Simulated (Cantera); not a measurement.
A perfectly stirred reactor is fed with 2.77 % H2, 7.48 % O2, 89.8 % N2, at 0.290 bar; it is held at 898 K, and followed from long to short residence time.

Model: the H2/O2 subset of GRI-Mech 3.0, which has no nitrogen chemistry, integrated in Cantera. Below about 950 K walls govern HO2 and H2O2 in real vessels.

x: mole fraction; the columns are a selection and need not sum to one.

```
τ (s)       x H2    x O2      x OH    x H2O   x H2O2       x O       x H
-------  -------  ------  --------  -------  -------  --------  --------
10       0.00120  0.0624   5.69e-7   0.0268  1.31e-5   8.30e-7   2.05e-7
3.8      0.00154  0.0625   1.16e-6   0.0265  1.06e-5   1.73e-6   5.23e-7
1.4      0.00185  0.0627   2.60e-6   0.0262  6.50e-6   3.90e-6   1.39e-6
0.55         ___  0.0629       ___   0.0257      ___       ___       ___
0.21         ___  0.0632       ___   0.0250      ___       ___       ___
0.080    0.00406  0.0637   1.94e-5   0.0239  1.58e-6   2.98e-5   2.22e-5
0.030    0.00573  0.0645   3.43e-5   0.0222  1.07e-6   5.32e-5   5.47e-5
0.012    0.00802  0.0655   5.51e-5   0.0198  8.15e-7   8.68e-5  0.000122
0.0044    0.0116  0.0672   8.49e-5   0.0161  6.61e-7  0.000138  0.000267
0.0017    0.0162  0.0694  0.000110   0.0113  5.51e-7  0.000188  0.000471
0.00064   0.0222  0.0722   9.88e-5  0.00516  3.77e-7  0.000182  0.000534
```

Task: What belongs in the gaps?

Result: 
- 0.55, x H2: 0.00228
- 0.55, x OH: 5.33e-6
- 0.55, x H2O2: 3.96e-6
- 0.55, x O: 8.03e-6
- 0.55, x H: 3.48e-6
- 0.21, x H2: 0.00297
- 0.21, x OH: 1.05e-5
- 0.21, x H2O2: 2.45e-6
- 0.21, x O: 1.59e-5
- 0.21, x H: 8.84e-6
